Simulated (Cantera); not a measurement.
A diamond (100) surface in a fixed gas of H2 with x(CH4) = 0.0034, x(H) = 0.00022, x(CH3) = 0.00013, 0.0138 atm; coverages are run to steady state.

Cantera simulation using the Harris–Goodwin 1993 mechanism for the reconstructed diamond (100) surface; the numbers are that mechanism's predictions, not measurements.

θ: site fractions in the mechanism's names (c6HH fully hydrogenated, c6H* and c6*H radical sites, c6** diradical, c6HM methylated).

```csv
T (K),growth (µm/h),θ c6HH,θ c6H*,θ c6*H,θ c6**,θ c6HM
900,0.296,0.474,0.00697,0.195,0.00228,0.259
950,0.294,0.523,0.0110,0.261,0.00382,0.154
1000,…,0.562,0.0161,0.330,0.00576,0.0619
1050,…,0.566,0.0210,0.376,0.00752,0.0187
1100,…,0.554,0.0254,0.402,0.00883,0.00524
1150,…,0.542,0.0292,0.414,0.00968,0.00149
1200,…,0.538,0.0325,0.417,0.0101,0.000442
1250,…,0.541,0.0353,0.412,0.0102,0.000136
1300,…,0.550,0.0375,0.401,0.0100,4.39e-5
1350,…,0.564,0.0392,0.387,0.00953,1.55e-5
1400,…,0.580,0.0405,0.371,0.00895,5.91e-6
```

**Question.** Fill in the missing entries.

**Answer.** 
- 1000, growth (µm/h): 0.194
- 1050, growth (µm/h): 0.103
- 1100, growth (µm/h): 0.0621
- 1150, growth (µm/h): 0.0495
- 1200, growth (µm/h): 0.0441
- 1250, growth (µm/h): 0.0333
- 1300, growth (µm/h): 0.0178
- 1350, growth (µm/h): 0.00731
- 1400, growth (µm/h): 0.00274
